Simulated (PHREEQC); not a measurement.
Make-up at 25 °C: 0.077 mol/kgw K2CO3, 0.0092 mol/kgw K2SO4 and 0.011 mol/kgw H3BO3. Closed to the air; pH follows from the charge balance.

The numbers come from PHREEQC with the ion-association model, phreeqc.dat.

```csv
quantity,before,after
pH,10.69,10.23
ionic strength (mol/kgw),0.243,0.234
CO3-2 (mol/kgw),0.0656,0.0598
HCO3- (mol/kgw),0.0114,0.0172
H3BO3 (mol/kgw),0.000269,0.000319
CO2 (mol/kgw),3.70e-7,1.50e-6
```

Task: What was changed between the two runs?
A) K2SO4 left out
B) diluted 5-fold with water
C) diluted 100-fold with water
D) temperature from 25 to 80 °C
E) diluted 10-fold with water

Result: D, temperature from 25 to 80 °C

No solid was allowed to form. At this temperature some constants are extrapolated from 25 °C, and those without enthalpy data are left unchanged.
